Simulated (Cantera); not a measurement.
Input (Python, Cantera) and output of one run.

```python
import numpy as np
import cantera as ct

gas_names = [...]  # 151 gases of nasa_gas.yaml made of C, H, N, O, Si
cond_names = """
    C(gr) C6H6(L) C7H8(L) C8H18(L),n-octa H2O(s) H2O(L) Si(cr) Si(L) SiC(b) SiO2(Lqz) SiO2(hqz) SiO2(L)
    Si2N2O(s) Si3N4(a)
""".split()


# ... load() reads the species with a 1 bar reference pressure and builds the phases ...
atoms = {
    'Si': {'Si': 1},
    'CO': {'C': 1, 'O': 1},
    'N2': {'N': 2},
    'NH3': {'N': 1, 'H': 3},
}
top_T = {'C(gr)': 4500, 'SiC(b)': 3050, 'Si2N2O(s)': 2100, 'Si3N4(a)': 2400}  # K; cautious upper limits of use, not melting points


# ... equilibrate(T, P, feed) seeds the gas with the atoms and calls Mixture.equilibrate('TP', solver="vcs", rtol=1e-11, max_steps=5000) ...
results = []
feed = {'Si': 1, 'CO': 0.27, 'N2': 86, 'NH3': 0.18}  # mol
T = 1748  # K
for P in [10, 120, 1600, 19000, 240000, 3000000]:
    mix = equilibrate(T, P, feed)
    results.append((T, P, feed, dict(zip(mix.species_names, mix.species_moles))))

top = {s: max(r[3][s] / sum(r[3][g] for g in gas_names) for r in results) for s in gas_names}
cols = sorted((s for s in top if top[s] > 1e-06), key=lambda s: -top[s])[:9]
seen = [c for c in cond_names if any(r[3].get(c, 0) > 1e-12 for r in results)]
print("log10 of partial pressures in bar; condensed amounts in mol")
print(f"{'P/Pa':>10s}" + "".join(f"{s[:9]:>10s}" for s in cols + seen))
for T, P, feed, n in results:
    ng = sum(n[g] for g in gas_names)
    print(f"{P:10.4g}" + "".join(f"{np.log10(max(n[s] / ng * P / 1e5, 1e-99)):10.3f}" for s in cols)
          + "".join(f"{n.get(c, 0):10.4g}" for c in seen))
```

It prints:

```
log10 of partial pressures in bar; condensed amounts in mol
      P/Pa        N2        Si        H2       SiO        CO         H       HCN      Si2C      Si2N     C(gr)     Si(L)    SiC(b) Si2N2O(s)  Si3N4(a)
        10    -4.006    -6.174    -6.600    -6.640    -7.094    -6.941    -9.016    -8.271    -8.566         0         0    0.1942         0         0
       120    -2.924    -5.837    -5.454    -5.459    -6.586    -6.368    -8.239    -7.935    -7.352         0    0.3818      0.25         0         0
      1600    -1.799    -6.261    -4.308    -4.484    -4.762    -5.795    -6.679    -8.359    -7.638         0         0    0.1757         0    0.2147
   1.9e+04    -0.724    -6.978    -3.231    -4.422    -3.267    -5.257    -4.887    -9.075    -8.534         0         0   0.01933   0.00826    0.3156
   2.4e+05     0.378    -7.712    -2.142    -4.789    -2.316    -4.712    -3.207    -9.961    -9.452   0.07406         0         0   0.09651    0.2688
     3e+06     1.476    -8.444    -1.044    -5.155    -1.950    -4.163    -2.110   -11.424   -10.367    0.2148         0         0    0.2379    0.1747
```

Method: chemical equilibrium by Gibbs-energy minimisation in Cantera with the NASA 1993 tables (ideal gas, pure condensed phases). Mutual solubility and eutectic melting of coexisting phases are not modelled. The tables' values for SiN are old estimates; treat these amounts as uncertain.
